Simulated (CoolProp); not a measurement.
A single-stage vapour-compression cycle with ethane: evaporating at 230.15 K (dew point), condensing at 257.15 K (bubble point), superheat 8 K, subcooling 5 K, compressor efficiency 0.65, no pressure losses. Each further row changes one setting.

Model: reference Helmholtz-energy equation of state, Bücker 2006, in CoolProp.

| case | cooling COP | pressure ratio | discharge temperature (K) | refrigerating effect (kJ/kg) | volumetric capacity (kJ/m³) |
|---|---|---|---|---|---|
| as stated | (withheld) | 2.25 | 292.9 | 368 | 4450 |
| evaporating temperature 235.15 K | (withheld) | 1.91 | 287.1 | (withheld) | 5280 |
| condensing temperature 252.15 K | 6.04 | 1.96 | 283.4 | 383 | 4630 |
| subcooling 10 K | (withheld) | 2.25 | 292.9 | 383 | 4630 |
| superheat 18 K | (withheld) | 2.25 | (withheld) | 386 | (withheld) |
| compressor efficiency 0.55 | (withheld) | 2.25 | 299.8 | 368 | 4450 |

Fill in the missing entries.


- as stated, cooling COP: 4.78
- evaporating temperature 235.15 K, cooling COP: 6.12
- evaporating temperature 235.15 K, refrigerating effect (kJ/kg): 372
- subcooling 10 K, cooling COP: 4.98
- superheat 18 K, cooling COP: 4.73
- superheat 18 K, discharge temperature (K): 304.0
- superheat 18 K, volumetric capacity (kJ/m³): 4400
- compressor efficiency 0.55, cooling COP: 4.05
